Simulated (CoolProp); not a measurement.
Vapour-liquid equilibrium of cyclohexane (1) + o-xylene (2) at 228.45 °C; x and y are mole fractions of (1).

Values from CoolProp's multi-fluid Helmholtz-energy mixture model, Zhou 2014 and Zhou 2012; pair parameters Bell 2016.

| x | bubble pressure, mixture model (MPa) | bubble pressure, Raoult's law (MPa) | y, mixture model | y, Raoult's law |
|---|---|---|---|---|
| 0.05 | 0.6975 | 0.6878 | 0.142 | 0.150 |
| 0.2 | 0.9349 | 0.9046 | 0.422 | 0.456 |
| 0.35 | 1.158 | 1.121 | 0.591 | 0.643 |
| 0.5 | 1.370 | 1.338 | 0.710 | 0.770 |
| 0.65 | 1.574 | 1.555 | 0.804 | 0.861 |
| 0.8 | 1.778 | 1.771 | 0.889 | 0.930 |
| 0.95 | 1.988 | 1.988 | 0.972 | 0.985 |

The largest gap from Raoult's law is +3.3 % in bubble pressure, at x = 0.2. No azeotrope shows between x = 0.05 and 0.95.

The pair parameters rest on a limited set of measurements; away from them the model extrapolates.
